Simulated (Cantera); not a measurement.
Input: 1 mol BF3, 1.8 mol O2, 1.1 mol N2, at 1575 °C and 100000 Pa.

Method: chemical equilibrium by Gibbs-energy minimisation in Cantera with the NASA 1993 tables (ideal gas, pure condensed phases). Candidate condensed phases: B, BN, B2O3; 31 gas species. Equilibrium is a limit: real reactors are often held back by kinetics, nucleation or transport.

Base state: O2 0.459, N2 0.280, BF3 0.256, NO 0.00429, F 0.000598, BOF 0.000271, O 0.000128, BOF2 5.67e-5 (mole fractions); condensed: gas only.

Question: What changes in the equilibrium state with this change: pressure from 100000 Pa to 17000 Pa?

Answer: 
| species | before | after |
|---|---|---|
| O2 | 0.459 | 0.458 |
| N2 | 0.280 | 0.280 |
| BF3 | 0.256 | 0.255 |
| F | 0.000598 | 0.00142 |
| BOF | 0.000271 | 0.000682 |
| NO2 | 1.45e-5 | 5.97e-6 |
| O | 0.000128 | 0.000311 |
| BOF2 | 5.67e-5 | 5.77e-5 |
